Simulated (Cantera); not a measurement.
Feed: 1 mol Si(CH3)4, 3.4 mol HCl, 1200 mol H2, equilibrated at 2.70 mbar.

Equilibrium computed with Cantera from the NASA thermochemical tables; the gas is ideal and each condensed phase is pure. Candidate condensed phases: C, C6H6, C7H8, C8H18, Si, SiC; 109 gas species. The numbers say what is thermodynamically allowed, not how fast it happens.

Over these rows the condensed part is C(graphite) + SiC(s). Partial pressures as log10 of bar:

```
T (K)  1000/T (1/K)  log p Si  log p H2
-----  ------------  --------  --------
1623         0.6161     -8.75     -2.57
1673         0.5977     -8.25     -2.57
1723         0.5804     -7.79     -2.57
1773         0.5640     -7.34     -2.57
1823         0.5485     -6.93     -2.57
1873         0.5339         ?     -2.58
```

Problem. Fit log p(Si) = a + b·(1000/T) to the five rows, give the apparent enthalpy, and predict the row at 1873 K.

Solution. Means: 1000/T = 0.5813, log p = -7.812. Sxy = -0.076941, Sxx = 0.0028559, so b = -26.94 and a = -7.812 − (-26.94)×0.5813 = 7.85.
Apparent enthalpy: −19.145 × (-26.94) = 516 kJ/mol. The condensed phases alone fix this pressure, through SiC(s) = Si(g) + C(graphite), so the slope is that reaction's ΔH° and the other gases don't enter. The five rows lie within 0.01 of the line.
Prediction at 1873 K: 7.85 + (-26.94)×0.5339 = -6.53. The computed value is -6.53, 0.00 from the line.
